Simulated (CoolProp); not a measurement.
Water along the isotherm 726.85 °C: Z from the reference equation and from simpler models built on Tc = 373.9 °C, pc = 22.06 MPa, ω = 0.344; each cubic takes its own stable root.

The numbers come from the reference Helmholtz-energy equation of state, Wagner 2002 in CoolProp.

| p (MPa) | phase | reference |
|---|---|---|
| 0.316 | gas | 0.9992 |
| 0.464 | gas | 0.9988 |
| 0.681 | gas | 0.9983 |
| 1 | gas | 0.9974 |
| 1.47 | gas | 0.9962 |
| 2.15 | gas | 0.9945 |
| 3.16 | gas | 0.9919 |
| 4.64 | gas | 0.9881 |
| 6.81 | gas | 0.9825 |
| 10 | gas | 0.9742 |
| 14.7 | gas | 0.9620 |
| 21.5 | gas | 0.9445 |
| 31.6 | supercritical | 0.9191 |
| 46.4 | supercritical | 0.8849 |
| 68.1 | supercritical | 0.8452 |
| 100 | supercritical | 0.8163 |

How far does each simpler model (van der Waals, Redlich-Kwong, Soave-Redlich-Kwong, Peng-Robinson) lie from the reference over these 16 states: mean and median of the absolute difference, and the worst?


- van der Waals: mean 2.4 %, median 1.0 %, worst -8.8 % at 726.85 °C and 46.4 MPa
- Redlich-Kwong: mean 1.4 %, median 0.8 %, worst -4.2 % at 726.85 °C and 46.4 MPa
- Soave-Redlich-Kwong: mean 2.8 %, median 0.3 %, worst +19.4 % at 726.85 °C and 100 MPa
- Peng-Robinson: mean 1.5 %, median 0.2 %, worst +12.9 % at 726.85 °C and 100 MPa
